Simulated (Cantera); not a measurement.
A diamond (100) surface in a fixed gas of H2 with x(CH4) = 0.012, x(CH3) = 0.0002, at 1300 K, 2800 Pa; coverages are run to steady state.

Computed with Cantera and the Harris–Goodwin 1993 mechanism for the reconstructed diamond (100) surface.

θ: site fractions in the mechanism's names (c6HH fully hydrogenated, c6H* and c6*H radical sites, c6** diradical, c6HM methylated).

```
x(H)     growth (µm/h)  θ c6HH  θ c6H*  θ c6*H   θ c6**    θ c6HM
-------  -------------  ------  ------  ------  -------  --------
0.0001          0.0210   0.660  0.0287   0.306  0.00409  0.000100
0.00022         0.0849   0.549  0.0376   0.402  0.00992  0.000139
0.00048              …       …  0.0435   0.465        …         …
0.0011           0.469   0.421  0.0468   0.500   0.0293  0.000219
0.0023               …   0.398  0.0482   0.515        …  0.000245
0.0051           0.973   0.385  0.0489   0.522   0.0424  0.000260
0.011             1.33   0.380  0.0492   0.525   0.0453  0.000260
0.024             1.92   0.377  0.0494   0.526   0.0468  0.000243
0.054             2.91   0.376  0.0496   0.527   0.0475  0.000206
```

Task: What belongs in the gaps?

Result: 
- 0.00048, growth (µm/h): 0.232
- 0.00048, θ c6HH: 0.470
- 0.00048, θ c6**: 0.0188
- 0.00048, θ c6HM: 0.000179
- 0.0023, growth (µm/h): 0.702
- 0.0023, θ c6**: 0.0370
